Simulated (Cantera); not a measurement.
An adiabatic, constant-pressure homogeneous reactor starts with 1.73 % C₃H₈, 10.8 % O₂, 83.1 % N₂, 4.32 % CO₂, 0.112 % H₂, at 1298 K and 101000 Pa.

Model: GRI-Mech 3.0 (53 species, 325 reactions), integrated in Cantera. GRI-Mech 3.0 was tuned for natural gas; its chemistry of propane as a main component is partial and can be far from experiment.

One state of this run: T (K) = 1299; x C₃H₈ = 0.0135; x O₂ = 0.106; x CO₂ = 0.0430; x CO = 0.000340; x C₂H₄ = 0.00366; x HCN = <1e-12; x CH₂CO = 5.70e-5. x: mole fraction; the columns are a selection and need not sum to one.

Task: Which value of t (s) does it belong to?
A. 0.00867
B. 3.41e-5
C. 0.000807
D. 0.00178

Result: C, 0.000807
